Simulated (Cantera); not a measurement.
# Equilibrium for titanium nitride, carbide and oxide coatings: Ti(OiPr)₄ + H₂ + C₃H₈

Input: 1 mol Ti(OiPr)₄, 21 mol H₂, 1 mol C₃H₈, held at 75.0 Torr.

Method: chemical equilibrium by Gibbs-energy minimisation in Cantera with the NASA 1993 tables (ideal gas, pure condensed phases). Candidate condensed phases: C, C₆H₆, C₇H₈, C₈H₁₈, H₂O, Ti, TiC, TiO, TiO₂, Ti₂O₃, Ti₃O₅, Ti₄O₇; 113 gas species. The feed counts by its element totals alone. Mutual solubility and eutectic melting of coexisting phases are not modelled. TiC: taken at fixed stoichiometry. Equilibrium is a limit: real reactors are often held back by kinetics, nucleation or transport.

```json
[
 {"T (K)": "1273", "log p H₂": "-1.03", "log p CO": "-2.20", "log p H": "-6.66", "log p CH₄": "-4.09", "log p C₂H₂ (acetylene)": "-7.46", "n C(graphite)": "12.1", "n TiC(s)": "0.189", "n Ti₃O₅(s)": "0.270"},
 {"T (K)": "1323", "log p H₂": "-1.04", "log p CO": "-2.03", "log p H": "-6.32", "log p CH₄": "-4.25", "log p C₂H₂ (acetylene)": "-7.13", "n C(graphite)": "9.98", "n TiC(s)": "1.00", "n Ti₃O₅(s)": "0"},
 {"T (K)": "1373", "log p H₂": "-1.04", "log p CO": "-2.03", "log p H": "-6.00", "log p CH₄": "-4.38", "log p C₂H₂ (acetylene)": "-6.81", "n C(graphite)": "9.98", "n TiC(s)": "1.00", "n Ti₃O₅(s)": "0"},
 {"T (K)": "1423", "log p H₂": "-1.04", "log p CO": "-2.03", "log p H": "-5.70", "log p CH₄": "-4.50", "log p C₂H₂ (acetylene)": "-6.51", "n C(graphite)": "9.99", "n TiC(s)": "1.00", "n Ti₃O₅(s)": "0"},
 {"T (K)": "1473", "log p H₂": "-1.04", "log p CO": "-2.03", "log p H": "-5.42", "log p CH₄": "-4.62", "log p C₂H₂ (acetylene)": "-6.23", "n C(graphite)": "9.99", "n TiC(s)": "1.00", "n Ti₃O₅(s)": "0"},
 {"T (K)": "1523", "log p H₂": "-1.04", "log p CO": "-2.03", "log p H": "-5.16", "log p CH₄": "-4.72", "log p C₂H₂ (acetylene)": "-5.97", "n C(graphite)": "9.99", "n TiC(s)": "1.00", "n Ti₃O₅(s)": "0"},
 {"T (K)": "1573", "log p H₂": "-1.04", "log p CO": "-2.03", "log p H": "-4.91", "log p CH₄": "-4.82", "log p C₂H₂ (acetylene)": "-5.73", "n C(graphite)": "9.99", "n TiC(s)": "1.00", "n Ti₃O₅(s)": "0"},
 {"T (K)": "1623", "log p H₂": "-1.04", "log p CO": "-2.03", "log p H": "-4.68", "log p CH₄": "-4.91", "log p C₂H₂ (acetylene)": "-5.50", "n C(graphite)": "9.99", "n TiC(s)": "1.00", "n Ti₃O₅(s)": "0"},
 {"T (K)": "1673", "log p H₂": "-1.04", "log p CO": "-2.03", "log p H": "-4.46", "log p CH₄": "-5.00", "log p C₂H₂ (acetylene)": "-5.29", "n C(graphite)": "9.99", "n TiC(s)": "1.00", "n Ti₃O₅(s)": "0"},
 {"T (K)": "1723", "log p H₂": "-1.04", "log p CO": "-2.03", "log p H": "-4.26", "log p CH₄": "-5.08", "log p C₂H₂ (acetylene)": "-5.09", "n C(graphite)": "9.99", "n TiC(s)": "1.00", "n Ti₃O₅(s)": "0"},
 {"T (K)": "1773", "log p H₂": "-1.04", "log p CO": "-2.03", "log p H": "-4.07", "log p CH₄": "-5.16", "log p C₂H₂ (acetylene)": "-4.90", "n C(graphite)": "9.99", "n TiC(s)": "1.00", "n Ti₃O₅(s)": "0"}
]
```
log p: log10 of the partial pressure in bar; n: condensed amount in mol.

At 1273 K the condensed part is C(graphite) + TiC(s) + Ti₃O₅(s). From 1323 K to 1773 K the condensed part is C(graphite) + TiC(s).
